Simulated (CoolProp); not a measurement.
Vapour pressure (MPa) of nitrous oxide: the reference equation beside estimates from Tc = 309.5 K, pc = 7.245 MPa, ω = 0.161.

The numbers come from the reference Helmholtz-energy equation of state, Lemmon 2006 in CoolProp. It is a short technical equation, of lower accuracy than the large ones.

```
T (K)  reference  van der Waals  Redlich-Kwong
-----  ---------  -------------  -------------
205.8     0.3090            ___         0.4040
214       0.4457          1.363         0.5702
222.2     0.6239            ___         0.7810
230.4     0.8506          1.973          1.042
238.6      1.133          2.334          1.360
246.8      1.480          2.735          1.740
255.1      1.904            ___            ___
263.3      2.403          3.668          2.715
271.5      2.992          4.196          3.314
279.7      3.680          4.769            ___
```

**Question.** Complete the blanks.

**Answer.** 
- 205.8, van der Waals: 1.111
- 222.2, van der Waals: 1.650
- 255.1, van der Waals: 3.183
- 255.1, Redlich-Kwong: 2.194
- 279.7, Redlich-Kwong: 3.996

Absolute difference from the reference over all 10 rows, mean and median: van der Waals 114.2 and 95.4 %, Redlich-Kwong 19.2 and 18.8 %.
